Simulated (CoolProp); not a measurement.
Properties of CH2F2 (R32) along the isotherm 375.1 K (Tc = 351.3 K, pc = 5.783 MPa, ω = 0.277).

Computed with CoolProp (reference Helmholtz-energy equation of state, Tillner-Roth 1997).

```tsv
p (MPa)	phase	cv (kJ/(kg K))	speed of sound (m/s)	expansivity (1/kK)	Prandtl number	fugacity coefficient
3.61	gas	0.9138	?	5.829	0.915	0.8182
7.23	supercritical	1.105	192.5	22.77	1.69	0.6504
10.8	supercritical	1.077	256.6	17.48	2.11	0.5043
14.5	supercritical	?	?	8.513	1.63	0.4130
18.1	supercritical	1.024	404.4	6.072	1.49	0.3593
21.7	supercritical	1.019	451.7	4.878	1.43	0.3238
25.3	supercritical	1.018	491.7	?	1.41	0.2991
28.9	supercritical	1.018	526.7	3.664	1.40	0.2813
```

Problem. Complete the blanks.

Solution. 
- 3.61, speed of sound (m/s): 233.9
- 14.5, cv (kJ/(kg K)): 1.035
- 14.5, speed of sound (m/s): 344.8
- 25.3, expansivity (1/kK): 4.155

Viscosity comes from a separate model (Bell 2016), an estimate that may be off by 10 % or more. Thermal conductivity comes from a separate model (Huber 2003), an estimate that may be off by 10 % or more.
